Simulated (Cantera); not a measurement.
## Oxide etching and cleaning by halides: MgO + SiCl4 + O2 + Cl2

A closed system holds: 1 mol MgO, 1.1 mol SiCl4, 10 mol O2, 3.7 mol Cl2, at 775 K and 1.00 bar.

Cantera equilibrium calculation (NASA polynomials, part measured and part estimated; ideal gas, pure solids and liquids). Candidate condensed phases: Mg, MgCl2, MgO, MgSiO3, Mg2SiO4, Si, SiO2; 20 gas species. Condensed phases not in the tables: alloys, solid solutions and most ternary compounds. The numbers say what is thermodynamically allowed, not how fast it happens.

The x(O2) is 0.601, the x(Cl2) comes out as 0.399 and the x(Cl) is 3.24e-6. The n(MgSiO3(s)) is 1.00 mol and the n(SiO2(α-quartz)) comes out as 0.100 mol. The gas amount is 14.80 mol, the log10 activity of Mg(s) (absent) comes out as -37.19 and the log10 activity of Si(s) (absent) is -51.67.
